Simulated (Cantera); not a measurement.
A perfectly stirred reactor is fed with CH₄ : N₂ = 1 : 28 (molar parts), at 0.0263 atm; it is held at 1548 K, and followed from long to short residence time.

Model: GRI-Mech 3.0 (53 species, 325 reactions), integrated in Cantera. GRI-Mech 3.0 stops at C3 and has no aromatics, soot or wall deposition, so with more carbon than oxygen in the feed, carbon stays in small species such as C2H2 where larger ones or solid carbon would form. Radical loss at walls, strong at low pressure, is not modelled.

x: mole fraction; the columns are a selection and need not sum to one.

```
τ (s)     x CH₄    x C₂H₆    x C₂H₄     x C₂H     x CH₂
-------  ------  --------  --------  --------  --------
0.82     0.0254   1.30e-5  0.000593   4.64e-9   7.66e-8
0.39        ___       ___       ___       ___   7.13e-8
0.18     0.0328   1.02e-5  0.000380  4.22e-10   4.48e-8
0.085    0.0341   3.61e-6   8.81e-5  4.85e-11   1.64e-8
0.040    0.0344       ___       ___  4.61e-12       ___
0.019    0.0344   1.77e-7   1.43e-6    <1e-12   1.08e-9
0.0089   0.0345   3.11e-8   1.53e-7    <1e-12  2.56e-10
0.0042   0.0345   4.79e-9   1.62e-8    <1e-12  6.28e-11
0.0020   0.0345  6.55e-10   1.73e-9    <1e-12  1.65e-11
0.00093  0.0345  7.42e-11  1.67e-10    <1e-12  4.42e-12
0.00044  0.0345  8.03e-12  1.61e-11    <1e-12  1.25e-12
```

Problem. Complete the blanks.

Solution. 
- 0.39, x CH₄: 0.0296
- 0.39, x C₂H₆: 1.48e-5
- 0.39, x C₂H₄: 0.000666
- 0.39, x C₂H: 2.00e-9
- 0.040, x C₂H₆: 8.58e-7
- 0.040, x C₂H₄: 1.21e-5
- 0.040, x CH₂: 4.38e-9
